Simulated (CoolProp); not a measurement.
Nitrous oxide along the isotherm -43.35 °C: Z from the reference equation and from simpler models built on Tc = 36.4 °C, pc = 7245 kPa, ω = 0.161; each cubic takes its own stable root.

Model: reference Helmholtz-energy equation of state, Lemmon 2006, in CoolProp. It is a short technical equation, of lower accuracy than the large ones.

| p (kPa) | phase | reference |
|---|---|---|
| 402 | gas | 0.9485 |
| 805 | gas | 0.8892 |
| 1210 | liquid | 0.02563 |
| 1610 | liquid | 0.03406 |
| 2010 | liquid | 0.04248 |
| 2410 | liquid | 0.05089 |
| 2820 | liquid | 0.05948 |
| 3220 | liquid | 0.06786 |
| 3620 | liquid | 0.07621 |

### Question
How far does each simpler model (van der Waals, Redlich-Kwong, Soave-Redlich-Kwong) lie from the reference over these 9 states: mean and median of the absolute difference, and the worst?

### Answer
- van der Waals: mean 672.6 %, median 59.5 %, worst +3368.2 % at -43.35 °C and 1210 kPa
- Redlich-Kwong: mean 8.8 %, median 10.9 %, worst +11.2 % at -43.35 °C and 1210 kPa
- Soave-Redlich-Kwong: mean 6.6 %, median 8.2 %, worst +8.4 % at -43.35 °C and 1210 kPa

At some of these states van der Waals gives the other phase, because its saturation line lies elsewhere.
